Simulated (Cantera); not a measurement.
A perfectly stirred reactor is fed with 4.91 % CH4, 20.0 % O2, 75.1 % N2, equivalence ratio 0.49, at 0.760 bar; it is adiabatic with a 550 K inlet, and is followed from long to short residence time, starting on the burning branch (τ in s: 0.11, 0.054, 0.026, 0.013, 0.0062, 0.003, 0.0015, 0.00071, 0.00035, 0.00017, 8.2e-05, 4e-05, 1.9e-05).

Model: GRI-Mech 3.0 (53 species, 325 reactions), integrated in Cantera.

### Question
Predict: blow-out, bracketed by the residence times tried; x(CH4) at τ = 0.110 s; x(O2) at τ = 0.110 s; x(NO) at τ = 0.110 s; x(H) at τ = 0.110 s; x(CH2) at τ = 0.110 s; x(CH4) at τ = 1.50 ms; x(O2) at τ = 1.50 ms; x(NO) at τ = 1.50 ms; x(H) at τ = 1.50 ms; x(CH2) at τ = 1.50 ms.

### Answer
- blow-out, bracketed by the residence times tried = burning at 0.350 ms, out at 0.170 ms
- x(CH4) at τ = 0.110 s = 1.47e-5
- x(O2) at τ = 0.110 s = 0.102
- x(NO) at τ = 0.110 s = 5.96e-6
- x(H) at τ = 0.110 s = 1.41e-5
- x(CH2) at τ = 0.110 s = 3.01e-8
- x(CH4) at τ = 1.50 ms = 0.000259
- x(O2) at τ = 1.50 ms = 0.104
- x(NO) at τ = 1.50 ms = 2.49e-6
- x(H) at τ = 1.50 ms = 0.000644
- x(CH2) at τ = 1.50 ms = 7.86e-7
